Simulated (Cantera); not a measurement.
Input: 1 mol Si, 4.8 mol Br2, 10 mol HBr, equilibrated at 1075 °C and 0.00200 bar.

Equilibrium computed with Cantera from the NASA thermochemical tables; the gas is ideal and each condensed phase is pure. Candidate condensed phases: Br2, Si; 19 gas species. The tables' values for SiBr3 are old estimates; treat these amounts as uncertain. The numbers say what is thermodynamically allowed, not how fast it happens.

Base state: HBr 0.609, Br 0.317, SiBr4 0.0596, Br2 0.0135, SiBr3 0.000889, SiBr2 0.000447, H2 0.000360 (mole fractions); condensed: gas only.

Q: What changes in the equilibrium state with this change: temperature from 1075 °C to 427 °C?

A: 
```csv
species,before,after
HBr,0.609,0.725
Br2,0.0135,0.203
SiBr4,0.0596,0.0725
Br,0.317,0.000376
SiBr3,0.000889,<1e-9
SiBr2,0.000447,<1e-9
```
